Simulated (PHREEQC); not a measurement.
Solution (25 °C): 6.7 mmol/kgw HBr and 0.23 mmol/kgw AlCl3. Closed to the air; pH follows from the charge balance.

Equilibrium calculation in PHREEQC: ion-association model, wateq4f.dat.

No solid was allowed to form.

Task: What pH does the model give?

Result: pH 2.21.
